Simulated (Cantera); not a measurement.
Charge: 1 mol Cu, 2 mol HF, at 100 Torr.

Equilibrium computed with Cantera from the NASA thermochemical tables; the gas is ideal and each condensed phase is pure. Candidate condensed phases: Cu, CuF2; 15 gas species. The numbers say what is thermodynamically allowed, not how fast it happens.

Question: At 1173 K, list the 3 most abundant gas species with their mole fractions, and the condensed phases.

Answer: HF 1.000, CuF 3.29e-5, H2 1.66e-5. Condensed: Cu(s).
